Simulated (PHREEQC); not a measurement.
Brine: an equilibrium model

Solution (5 °C): 0.23 mol Na2SO4, 0.21 mol MgSO4 and 1.1 mol MgCl2 per kg of water. Closed to the air; pH follows from the charge balance.

Model: Pitzer model, pitzer.dat, run in PHREEQC.

Each row changes one thing in this solution. No solid was allowed to form.

| case | MgOH+ (mol/kgw) | HSO4- (mol/kgw) | SI of Epsomite (MgSO4:7H2O) | SI of Hexahydrite (MgSO4:6H2O) |
|---|---|---|---|---|
| as made | 4.89e-7 | 2.21e-7 | -0.52 | -0.98 |
| MgSO4 from 0.21 to 0.42 mol/kgw | 5.88e-7 | 3.04e-7 | -0.33 | -0.79 |
| temperature from 5 to 75 °C | 1.13e-5 | 8.91e-6 | -1.44 | -1.29 |
| Na2SO4 left out | 4.04e-7 | 1.19e-7 | -0.76 | -1.23 |
| MgSO4 from 0.21 to 0.315 mol/kgw | 5.40e-7 | 2.63e-7 | -0.42 | -0.88 |

Away from 25 °C the constants follow the database's enthalpies or fits; those with neither stay at their 25 °C values.
